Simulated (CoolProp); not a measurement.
A single-stage vapour-compression cycle with the fluid: evaporating at 210.15 K (dew point), condensing at 242.15 K (bubble point), superheat 5 K, subcooling 0 K, compressor efficiency 0.9, no pressure losses. The same conditions are run with several fluids, on thermodynamics alone (safety and materials aside).

The numbers come from the reference Helmholtz-energy equation of state of each fluid (carbonyl sulfide: Lemmon 2006; R407C: Lemmon 2003; R22: Kamei 1995; propylene: Lemmon 2013; ammonia: Gao 2020; dimethyl ether: Wu 2011) in CoolProp. Blends and air are pseudo-pure fits.

```json
[
 {"fluid": "carbonyl sulfide", "cooling COP": "5.12", "pressure ratio": "4.25", "discharge temperature (K)": "…", "refrigerating effect (kJ/kg)": "282", "volumetric capacity (kJ/m³)": "517"},
 {"fluid": "R407C", "cooling COP": "…", "pressure ratio": "7.85", "discharge temperature (K)": "290.3", "refrigerating effect (kJ/kg)": "220", "volumetric capacity (kJ/m³)": "245"},
 {"fluid": "R22", "cooling COP": "5.17", "pressure ratio": "4.99", "discharge temperature (K)": "…", "refrigerating effect (kJ/kg)": "215", "volumetric capacity (kJ/m³)": "332"},
 {"fluid": "propylene", "cooling COP": "5.22", "pressure ratio": "4.29", "discharge temperature (K)": "…", "refrigerating effect (kJ/kg)": "391", "volumetric capacity (kJ/m³)": "446"},
 {"fluid": "ammonia", "cooling COP": "4.90", "pressure ratio": "6.36", "discharge temperature (K)": "…", "refrigerating effect (kJ/kg)": "1320", "volumetric capacity (kJ/m³)": "227"},
 {"fluid": "dimethyl ether", "cooling COP": "5.24", "pressure ratio": "5.71", "discharge temperature (K)": "281.7", "refrigerating effect (kJ/kg)": "443", "volumetric capacity (kJ/m³)": "154"}
]
```

**Question.** Complete the blanks.

**Answer.** 
- carbonyl sulfide, discharge temperature (K): 301.9
- R407C, cooling COP: 4.10
- R22, discharge temperature (K): 287.7
- propylene, discharge temperature (K): 274.1
- ammonia, discharge temperature (K): 345.7
